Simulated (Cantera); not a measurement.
# SrCl2 + HCl + N2 (halide evaporation, hydrolysis and transport)

Feed: 1 mol SrCl2, 0.065 mol HCl, 120 mol N2, at 63.0 Pa.

Equilibrium computed with Cantera from the NASA thermochemical tables; the gas is ideal and each condensed phase is pure. Candidate condensed phases: NH4Cl, Sr, SrCl2; 15 gas species. Kinetics and transport are ignored.

| T (K) | x N2 | x SrCl2 | x Cl | x SrCl | x HCl | n SrCl2(s) | n SrCl2(l) |
|---|---|---|---|---|---|---|---|
| 925 | 0.999 | 1.21e-7 | 3.88e-8 | <1e-12 | 0.000541 | 1.000 | 0 |
| 1075 | 0.999 | 5.02e-5 | 5.47e-7 | <1e-12 | 0.000541 | 0.994 | 0 |
| 1225 | 0.996 | 0.00360 | 4.04e-6 | 2.81e-9 | 0.000535 | 0 | 0.566 |
| 1375 | 0.991 | 0.00826 | 1.92e-5 | 2.15e-7 | 0.000518 | 0 | 0 |
| 1525 | 0.991 | 0.00826 | 6.66e-5 | 3.63e-6 | 0.000474 | 0 | 0 |
| 1675 | 0.991 | 0.00822 | 0.000187 | 3.65e-5 | 0.000389 | 0 | 0 |
| 1825 | 0.991 | 0.00802 | 0.000515 | 0.000211 | 0.000290 | 0 | 0 |
| 1975 | 0.990 | 0.00730 | 0.00154 | 0.000692 | 0.000197 | 0 | 0 |
x: gas mole fraction; n: condensed amount in mol.

From 925 K to 1075 K the condensed part is SrCl2(s). At 1225 K the condensed part is SrCl2(l). From 1375 K to 1975 K nothing is condensed. The main Sr-bearing gas is SrCl2 throughout.
